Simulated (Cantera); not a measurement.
**Stirred combustor or abatement burner**

A perfectly stirred reactor is fed with C2H6 : O2 : N2 : H2O = 1 : 6.6 : 24.8 : 4.5 (molar parts), at 0.207 atm; it is adiabatic with a 375 K inlet, and is followed from long to short residence time, starting on the burning branch (τ in s: 0.13, 0.055, 0.023, 0.0094, 0.0039, 0.0016, 0.00067, 0.00028, 0.00012, 4.8e-05).

Model: GRI-Mech 3.0 (53 species, 325 reactions), integrated in Cantera.

```csv
τ (s),T (K),x C2H6,x O2,x H2O,x CH2,x CH2CO,x C2H2,x OH
0.13,1450,5.30e-6,0.0830,0.199,4.03e-8,5.55e-6,1.99e-6,0.00127
0.055,1440,9.52e-6,0.0832,0.199,9.71e-8,7.88e-6,2.11e-6,0.00157
0.023,1424,1.78e-5,0.0838,0.198,2.23e-7,1.09e-5,2.15e-6,0.00186
0.0094,1397,3.66e-5,0.0850,0.196,4.89e-7,1.54e-5,2.20e-6,0.00206
0.0039,1347,9.24e-5,0.0881,0.195,1.06e-6,2.57e-5,2.75e-6,0.00190
0.0016,375,0.0271,0.179,0.122,<1e-12,<1e-12,<1e-12,<1e-12
0.00067,375,0.0271,0.179,0.122,<1e-12,<1e-12,<1e-12,<1e-12
0.00028,375,0.0271,0.179,0.122,<1e-12,<1e-12,<1e-12,<1e-12
0.00012,375,0.0271,0.179,0.122,<1e-12,<1e-12,<1e-12,<1e-12
4.8e-5,375,0.0271,0.179,0.122,<1e-12,<1e-12,<1e-12,<1e-12
```
x: mole fraction; the columns are a selection and need not sum to one.
